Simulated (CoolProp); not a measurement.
Isobutane along the isotherm 300.7 K: fugacity coefficient from the reference equation and from simpler models built on Tc = 407.8 K, pc = 3.629 MPa, ω = 0.184; each cubic takes its own stable root.

Computed with CoolProp (reference Helmholtz-energy equation of state, Bücker 2006).

```json
[
 {"p (MPa)": "0.111", "phase": "gas", "reference": "0.9725", "Soave-Redlich-Kwong": "0.9741", "Peng-Robinson": "0.9727"},
 {"p (MPa)": "0.162", "phase": "gas", "reference": "0.9599", "Soave-Redlich-Kwong": "0.9623", "Peng-Robinson": "0.9602"},
 {"p (MPa)": "0.238", "phase": "gas", "reference": "0.9410", "Soave-Redlich-Kwong": "0.9446", "Peng-Robinson": "0.9416"},
 {"p (MPa)": "0.35", "phase": "gas", "reference": "0.9131", "Soave-Redlich-Kwong": "0.9187", "Peng-Robinson": "…"},
 {"p (MPa)": "0.514", "phase": "liquid", "reference": "0.6695", "Soave-Redlich-Kwong": "0.6763", "Peng-Robinson": "0.6680"},
 {"p (MPa)": "0.754", "phase": "liquid", "reference": "0.4611", "Soave-Redlich-Kwong": "0.4661", "Peng-Robinson": "…"},
 {"p (MPa)": "1.11", "phase": "liquid", "reference": "0.3179", "Soave-Redlich-Kwong": "0.3218", "Peng-Robinson": "0.3168"},
 {"p (MPa)": "1.62", "phase": "liquid", "reference": "0.2226", "Soave-Redlich-Kwong": "0.2257", "Peng-Robinson": "0.2216"},
 {"p (MPa)": "2.38", "phase": "liquid", "reference": "0.1565", "Soave-Redlich-Kwong": "0.1590", "Peng-Robinson": "0.1555"},
 {"p (MPa)": "3.5", "phase": "liquid", "reference": "0.1115", "Soave-Redlich-Kwong": "0.1137", "Peng-Robinson": "0.1105"},
 {"p (MPa)": "5.14", "phase": "liquid", "reference": "0.08133", "Soave-Redlich-Kwong": "0.08329", "Peng-Robinson": "0.08030"},
 {"p (MPa)": "7.54", "phase": "liquid", "reference": "0.06126", "Soave-Redlich-Kwong": "0.06312", "Peng-Robinson": "0.06013"},
 {"p (MPa)": "11.1", "phase": "liquid", "reference": "0.04818", "Soave-Redlich-Kwong": "0.05006", "Peng-Robinson": "0.04686"},
 {"p (MPa)": "16.2", "phase": "liquid", "reference": "0.04063", "Soave-Redlich-Kwong": "…", "Peng-Robinson": "0.03898"},
 {"p (MPa)": "23.8", "phase": "liquid", "reference": "0.03750", "Soave-Redlich-Kwong": "0.03991", "Peng-Robinson": "0.03523"},
 {"p (MPa)": "35", "phase": "liquid", "reference": "…", "Soave-Redlich-Kwong": "0.04288", "Peng-Robinson": "0.03604"}
]
```

Some entries are withheld; supply them.


- 0.35, Peng-Robinson: 0.9144
- 0.754, Peng-Robinson: 0.4598
- 16.2, Soave-Redlich-Kwong: 0.04266
- 35, reference: 0.03961
